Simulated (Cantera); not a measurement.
Cantera run:

```python
import numpy as np
import cantera as ct

gas_names = """
    C CH CH2 CH3 CH2OH CH3O CH4 CH3OH CO CO2 COOH C2 C2H CHCO,ketyl C2H2,acetylene C2H2,vinylidene
    CH2CO,ketene C2H3,vinyl CH3CO,acetyl C2H4 C2H4O,ethylen CH3CHO,ethanal CH3COOH (HCOOH)2 C2H5 C2H6
    CH3OCH3 C2H5OH C2O C3 C3H3,propargyl C3H4,allene C3H4,propyne C3H4,cyclo- C3H5,allyl C3H6,propylene
    C3H6,cyclo- C3H6O C3H7,n-propyl C3H7,i-propyl C3H8 C3H8O,1propanol C3H8O,2propanol C3O2 C4 C4H2
    C4H4,1,3-cyclo- C4H6,butadiene C4H6,2-butyne C4H6,cyclo- C4H8,1-butene C4H8,cis2-buten
    C4H8,tr2-butene C4H8,isobutene C4H8,cyclo- (CH3COOH)2 C4H9,n-butyl C4H9,i-butyl C4H9,s-butyl
    C4H9,t-butyl C4H10,isobutane C4H10,n-butane C5 C5H6,1,3cyclo- C5H8,cyclo- C5H10,1-pentene
    C5H10,cyclo- C5H11,pentyl C5H11,t-pentyl C5H12,n-pentane C5H12,i-pentane CH3C(CH3)2CH3 C6H2
    C6H5,phenyl C6H5O,phenoxy C6H6 C6H5OH,phenol C6H10,cyclo- C6H12,1-hexene C6H12,cyclo- C6H13,n-hexyl
    C7H7,benzyl C7H8 C7H8O,cresol C7H14,1-heptene C7H15,n-heptyl C7H16,n-heptane C8H8,styrene
    C8H10,ethylbenz C8H16,1-octene C8H17,n-octyl C8H18,isooctane C8H18,n-octane C9H19,n-nonyl
    C10H8,naphthale C10H21,n-decyl C12H9,o-bipheny C12H10,bipheny H HCO HO2 H2 HCHO,formaldehy HCOOH H2O
    H2O2 O OH O2 O3 Ti TiO TiO2
""".split()
cond_names = """
    C(gr) C6H6(L) C7H8(L) C8H18(L),n-octa H2O(s) H2O(L) Ti(a) Ti(b) Ti(L) TiC(s) TiC(L) TiO(a) TiO(b)
    TiO(L) TiO2(ru) TiO2(L) Ti2O3(a) Ti2O3(b) Ti2O3(L) Ti3O5(a) Ti3O5(b) Ti3O5(L) Ti4O7(s) Ti4O7(L)
""".split()


def load(file, names, dense=False):
    # The tables refer to 1 bar. Condensed volumes are neglected.
    table = {s.name: s for s in ct.Species.list_from_file(file)}
    out = []
    for n in names:
        d = dict(table[n].input_data)
        d["thermo"] = dict(d["thermo"], **{"reference-pressure": 1e5})
        if dense:
            d["equation-of-state"] = {"model": "constant-volume", "density": "1e6 g/cm^3"}
        out.append(ct.Species.from_dict(d))
    return out


gas = ct.Solution(thermo="ideal-gas", species=load("nasa_gas.yaml", gas_names))
cond = {s.name: ct.Solution(thermo="fixed-stoichiometry", species=[s], name=s.name)
        for s in load("nasa_condensed.yaml", cond_names, dense=True)}
atoms = {
    'Ti': {'Ti': 1},
    'CH4': {'C': 1, 'H': 4},
    'O2': {'O': 2},
}
top_T = {'C(gr)': 4500}  # K; cautious upper limits of use, not melting points


def equilibrate(T, P, feed):
    n = {}
    for name, mol in feed.items():
        for a, k in atoms[name].items():
            n[a] = n.get(a, 0.0) + k * mol
    gas.TPX = T, P, n
    mass = sum(n.values()) * gas.mean_molecular_weight
    gas.equilibrate("TP")
    valid = [c for c in cond.values() if c.min_temp <= T <= top_T.get(c.name, c.max_temp)]
    mix = ct.Mixture([(gas, mass / gas.mean_molecular_weight)] + [(c, 0.0) for c in valid])
    mix.T, mix.P = T, P
    mix.equilibrate("TP", solver="vcs", rtol=1e-11, max_steps=5000)
    return mix


results = []
feed = {'Ti': 1, 'CH4': 1.5, 'O2': 18}  # mol
T = 1150  # K
P = 6000  # Pa
mix = equilibrate(T, P, feed)
results.append((T, P, feed, dict(zip(mix.species_names, mix.species_moles))))
x = sorted(zip(gas.X, gas.species_names), reverse=True)
print(f"T = {T:g} K  P = {P:g} Pa  gas = {mix.phase_moles(0):.4g} mol")
print("   x: " + "  ".join(f"{s} {v:.3e}" for v, s in x if v > 1e-05))
print("   condensed (mol): " + ("  ".join(f"{mix.phase(i).name} {mix.phase_moles(i):.4g}"
      for i in range(1, mix.n_phases) if mix.phase_moles(i) > 1e-12) or "none"))
```

Output:

```
T = 1150 K  P = 6000 Pa  gas = 18.5 mol
   x: O2 7.568e-01  H2O 1.622e-01  CO2 8.108e-02
   condensed (mol): TiO2(ru) 1
```

Method: chemical equilibrium by Gibbs-energy minimisation in Cantera with the NASA 1993 tables (ideal gas, pure condensed phases).
